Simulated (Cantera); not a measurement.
Feed: 1 mol CF4, a varied amount of F2, equilibrated at 1877 °C and 13.3 mbar.

Cantera equilibrium calculation (NASA polynomials, part measured and part estimated; ideal gas, pure solids and liquids). Candidate condensed phases: C; 13 gas species. Gases not in the tables: C2F6 and larger saturated fluorocarbons. Equilibrium is a limit: real reactors are often held back by kinetics, nucleation or transport.

x: gas mole fraction; nothing condenses.

| n(F2) (mol) | x F | x CF4 | x CF2 | x CF3 |
|---|---|---|---|---|
| 0.36 | 0.433 | 0.553 | 0.0107 | 0.00305 |
| 0.46 | 0.488 | 0.502 | 0.00763 | 0.00245 |
| 0.57 | 0.539 | 0.453 | 0.00566 | 0.00201 |
| 0.72 | 0.594 | 0.400 | 0.00411 | 0.00161 |
| 0.9 | 0.645 | 0.350 | 0.00305 | 0.00129 |
| 1.1 | 0.689 | (withheld) | (withheld) | (withheld) |
| 1.4 | 0.738 | 0.259 | 0.00173 | 0.000839 |
| 1.8 | 0.783 | (withheld) | (withheld) | (withheld) |
| 2.2 | 0.815 | 0.183 | 0.001000 | 0.000536 |
| 2.8 | 0.849 | 0.150 | 0.000755 | 0.000422 |

Q: Complete the blanks.

A: 
- 1.8, x CF4: 0.215
- 1.8, x CF2: 0.00127
- 1.8, x CF3: 0.000654
- 1.1, x CF4: 0.307
- 1.1, x CF2: 0.00235
- 1.1, x CF3: 0.00106
